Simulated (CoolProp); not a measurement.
Vapour-liquid equilibrium of acetone (1) + ethanol (2) at 0.224 kPa; x and y are mole fractions of (1).

Values from CoolProp's multi-fluid Helmholtz-energy mixture model, Lemmon 2006 and Schroeder 2014; pair parameters Bell 2016.

```tsv
x	bubble temperature (K)	y at the bubble point	dew temperature at overall composition x (K)	liquid density (mol/L)
0.05	238.4	0.607	247.5	17.93
0.2	228.0	0.877	245.6	17.50
0.35	224.7	0.923	243.4	16.98
0.5	223.0	0.943	240.7	16.46
0.65	221.8	0.957	237.2	15.98
0.8	220.7	0.972	232.1	15.52
0.95	219.5	0.992	222.4	15.11
```

No azeotrope shows between x = 0.05 and 0.95.

Pair parameters are fitted to limited data, so mixtures are less certain than the pure fluids.
